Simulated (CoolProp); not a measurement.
Vapour-liquid equilibrium of R113 (1) + n-heptane (2) at 0.00949 MPa; x and y are mole fractions of (1).

Model: multi-fluid Helmholtz-energy mixture model, Marx 1992 and Span 2003; pair parameters Bell 2016, in CoolProp.

```tsv
x	bubble temperature (°C)	y at the bubble point	dew temperature at overall composition x (°C)	liquid density (mol/L)
0.05	26.7	0.335	33.2	6.831
0.125	18.4	0.596	31.7	7.003
0.2	12.5	0.729	30.0	7.159
0.275	8.2	0.805	28.2	7.306
0.35	4.8	0.854	26.3	7.449
0.425	2.2	0.887	24.2	7.591
0.5	0.1	0.911	21.8	7.732
0.575	-1.7	0.929	19.2	7.875
0.65	-3.3	0.944	16.2	8.021
0.725	-4.6	0.957	12.7	8.171
0.8	-5.9	0.969	8.5	8.325
0.875	-7.1	0.981	3.2	8.485
0.95	-8.3	0.992	-3.9	8.652
```

No azeotrope shows between x = 0.05 and 0.95.

The pair parameters rest on a limited set of measurements; away from them the model extrapolates.
